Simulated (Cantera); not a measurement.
Charge: 1 mol S, 0.22 mol H2, held at 0.133 bar.

These are equilibrium values from Cantera (NASA tables, ideal gas, pure condensed phases), not measurements of a reactor. Candidate condensed phases: S; 7 gas species. Gases not in the tables: S3 to S7. Equilibrium is a limit: real reactors are often held back by kinetics, nucleation or transport. All values below are at 1298 K.

Base state: S2 0.653, H2S 0.265, H2 0.0800, SH 0.00146 (mole fractions); condensed: gas only.

### Question
What changes in the equilibrium state with this change: H2 from 0.22 to 1.4 mol?

### Answer
```json
[
 {"species": "H2S", "before": "0.265", "after": "0.494"},
 {"species": "H2", "before": "0.0800", "after": "0.424"},
 {"species": "S2", "before": "0.653", "after": "0.0805"},
 {"species": "SH", "before": "0.00146", "after": "0.00118"}
]
```
